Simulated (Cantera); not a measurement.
Source: NASA polynomial tables (part measured, part estimated), evaluated in Cantera. Values are per mole of reaction as written; species without (g) are pure solids or liquids, kept so even where they would boil at 1 bar.

2 H2S(g) + Ni3S4 ⇌ 4 H(g) + 3 NiS2, with ΔH° = 820.1 kJ and ΔS° = 77.1 J/K at 300 K.

Task: How far is the shortcut ΔG° ≈ ΔH°(300 K) − T·ΔS°(300 K) from the full temperature-dependent value at 373, 398, 423, 448, 473, 498, 523, 548, 573, 598 K?

Result: 
```
T (K)  shortcut (kJ)  full (kJ)  difference (kJ)  difference in log10 K
-----  -------------  ---------  ---------------  ---------------------
373            791.3      790.8              0.5                  -0.07
398            789.4      788.5              0.8                  -0.11
423            787.5      786.2              1.3                  -0.16
448            785.5      783.7              1.8                  -0.21
473            783.6      781.2              2.4                  -0.26
498            781.7      778.7              3.0                  -0.31
523            779.7      776.1              3.7                  -0.37
548            777.8      773.4              4.4                  -0.42
573            775.9      770.7              5.2                  -0.47
598            774.0      768.0              6.0                  -0.52
```
The shortcut ignores the heat-capacity change of the reaction.
